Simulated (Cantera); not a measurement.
Premixed flame

A freely propagating, adiabatic, planar premixed flame of CH4 : H2 : O2 : N2 = 1 : 0.29 : 1.53 : 5.76 (molar parts), equivalence ratio 1.4, unburnt at 650 K and 1650 Torr; multicomponent transport, grid criteria slope 0.08 and curve 0.16, no radiation.

Computed with Cantera and GRI-Mech 3.0 (53 species, 325 reactions). Burning velocities carry a grid error of a few per cent, more on coarse grids.

```tsv
z (mm)	T (K)	u (m/s)	x CH4	x H2	x O2	x O	x H2O	x CH2CO
-0.699	651	0.827	0.116	0.0354	0.178	<1e-8	0.000112	<1e-8
-0.466	656	0.836	0.116	0.0380	0.177	<1e-8	0.000941	1.13e-7
-0.349	674	0.862	0.114	0.0411	0.176	<1e-8	0.00348	8.05e-7
-0.233	781	1.01	0.107	0.0469	0.167	6.25e-8	0.0170	1.14e-5
-0.116	1219	1.60	0.0735	0.0559	0.126	7.72e-6	0.0699	0.000142
-0.0582	1602	2.13	0.0410	0.0607	0.0828	5.92e-5	0.117	0.000337
0	1946	2.62	0.0125	0.0630	0.0369	0.000194	0.161	0.000274
0.0582	2117	2.86	0.00227	0.0620	0.0117	0.000240	0.182	6.62e-5
0.116	2173	2.93	0.000423	0.0616	0.00341	0.000199	0.187	1.42e-5
0.233	2200	2.96	2.74e-5	0.0626	0.000446	0.000144	0.187	1.43e-6
0.466	2216	2.98	7.22e-7	0.0637	0.000126	9.59e-5	0.186	5.49e-8
0.931	2230	3.00	1.19e-8	0.0641	6.84e-5	5.37e-5	0.187	<1e-8
1.86	2242	3.01	<1e-8	0.0644	3.19e-5	2.52e-5	0.188	<1e-8
```
x: mole fraction of selected species; z is measured from the peak of heat release.

* **laminar burning velocity**: 82.5 cm/s
* **thermal thickness**: 0.233 mm
* **peak x(O)**: 0.000242
* **peak x(CH2CO)**: 0.000372
* **grid points**: 138
